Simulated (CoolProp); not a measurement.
Values from CoolProp's reference Helmholtz-energy equation of state, de Reuck 1993.

Problem. Give the vapour pressure (MPa), surface tension (mN/m), liquid conductivity (mW/(m K)) of saturated methanol at 313, 351, 389 K.

Solution. 
```
T (K)  p (MPa)  surface tension (mN/m)  liquid conductivity (mW/(m K))
-----  -------  ----------------------  ------------------------------
313     0.0353                    20.9                             197
351      0.168                    17.6                             190
389      0.570                    14.0                             183
```

Thermal conductivity comes from a separate model (Sykioti 2013). Surface tension comes from a separate correlation (Mulero 2012).
